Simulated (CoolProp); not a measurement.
Vapour-liquid equilibrium of propane (1) + R236FA (2) at 330.7 K; x and y are mole fractions of (1).

Computed with CoolProp (multi-fluid Helmholtz-energy mixture model, Lemmon 2009 and Pan 2012; pair parameters Bell 2016).

```json
[
 {"x": "0.05", "bubble pressure, mixture model (MPa)": "0.8962", "bubble pressure, Raoult's law (MPa)": "0.7802", "y, mixture model": "0.202", "y, Raoult's law": "0.129"},
 {"x": "0.2", "bubble pressure, mixture model (MPa)": "1.329", "bubble pressure, Raoult's law (MPa)": "0.9747", "y, mixture model": "0.483", "y, Raoult's law": "0.413"},
 {"x": "0.35", "bubble pressure, mixture model (MPa)": "1.616", "bubble pressure, Raoult's law (MPa)": "1.169", "y, mixture model": "0.603", "y, Raoult's law": "0.602"},
 {"x": "0.5", "bubble pressure, mixture model (MPa)": "1.805", "bubble pressure, Raoult's law (MPa)": "1.364", "y, mixture model": "0.678", "y, Raoult's law": "0.738"},
 {"x": "0.65", "bubble pressure, mixture model (MPa)": "1.938", "bubble pressure, Raoult's law (MPa)": "1.558", "y, mixture model": "0.746", "y, Raoult's law": "0.839"},
 {"x": "0.8", "bubble pressure, mixture model (MPa)": "2.025", "bubble pressure, Raoult's law (MPa)": "1.753", "y, mixture model": "0.827", "y, Raoult's law": "0.918"},
 {"x": "0.95", "bubble pressure, mixture model (MPa)": "2.037", "bubble pressure, Raoult's law (MPa)": "1.947", "y, mixture model": "0.945", "y, Raoult's law": "0.982"}
]
```

The largest gap from Raoult's law is +38.2 % in bubble pressure, at x = 0.35. y crosses x between x = 0.8 and 0.95: the model has an azeotrope there.

The pair parameters rest on a limited set of measurements; away from them the model extrapolates.
